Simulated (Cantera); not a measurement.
Charge: 1 mol toluene, 0.011 mol NH₃, 3.8 mol N₂, 0.033 mol CO₂, held at 28.0 Pa.

Equilibrium computed with Cantera from the NASA thermochemical tables; the gas is ideal and each condensed phase is pure. Candidate condensed phases: C, C₆H₆, C₇H₈, C₈H₁₈, H₂O; 136 gas species. Kinetics and transport are ignored.

Over these rows the condensed part is C(graphite). Partial pressures as log10 of bar:

```json
[
 {"T (K)": "1648", "1000/T (1/K)": "0.6068", "log p C₂H₂ (acetylene)": "-8.20", "log p H₂": "-3.85", "log p N₂": "-3.87", "log p H": "-5.97"},
 {"T (K)": "1798", "1000/T (1/K)": "0.5562", "log p C₂H₂ (acetylene)": "-7.62", "log p H₂": "-3.86", "log p N₂": "-3.87", "log p H": "-5.38"},
 {"T (K)": "1948", "1000/T (1/K)": "0.5133", "log p C₂H₂ (acetylene)": "?", "log p H₂": "-3.88", "log p N₂": "-3.88", "log p H": "-4.89"},
 {"T (K)": "2098", "1000/T (1/K)": "0.4766", "log p C₂H₂ (acetylene)": "-6.78", "log p H₂": "-3.94", "log p N₂": "-3.90", "log p H": "-4.48"},
 {"T (K)": "2248", "1000/T (1/K)": "0.4448", "log p C₂H₂ (acetylene)": "-6.53", "log p H₂": "-4.05", "log p N₂": "-3.93", "log p H": "-4.16"},
 {"T (K)": "2398", "1000/T (1/K)": "0.4170", "log p C₂H₂ (acetylene)": "-6.44", "log p H₂": "-4.27", "log p N₂": "-3.98", "log p H": "-3.94"}
]
```

Q: Fit log p(C₂H₂ (acetylene)) = a + b·(1000/T) to the five rows, give the apparent enthalpy, and predict the row at 1948 K.

A: Means: 1000/T = 0.5003, log p = -7.114. Sxy = -0.240416, Sxx = 0.0250479, so b = -9.60 and a = -7.114 − (-9.60)×0.5003 = -2.31.
Apparent enthalpy: −19.145 × (-9.60) = 184 kJ/mol. With the condensed phases at unit activity, 2 C(graphite) + H₂(g) = C₂H₂ (acetylene)(g) links this pressure to the main gases: over the six rows their terms move log p by -0.42 in all, so the slope isn't that reaction's ΔH° alone. The five rows lie within 0.13 of the line; that is curvature, so one enthalpy describes this range poorly.
Prediction at 1948 K: -2.31 + (-9.60)×0.5133 = -7.24. The computed value is -7.15, 0.09 from the line.
